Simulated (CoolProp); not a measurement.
Computed with CoolProp (reference Helmholtz-energy equation of state, Lemmon 2006). It is a short technical equation, of lower accuracy than the large ones.

Task: Give the vapour pressure (kPa), liquid density (kg/m³), vapour density (kg/m³), enthalpy of vaporisation (kJ/kg) of saturated nitrous oxide at 194.1, 197.7 K.

Result: 
| T (K) | p (kPa) | liquid density (kg/m³) | vapour density (kg/m³) | enthalpy of vaporisation (kJ/kg) |
|---|---|---|---|---|
| 194.1 | 172 | 1200 | 4.89 | 363 |
| 197.7 | 208 | 1190 | 5.83 | 359 |
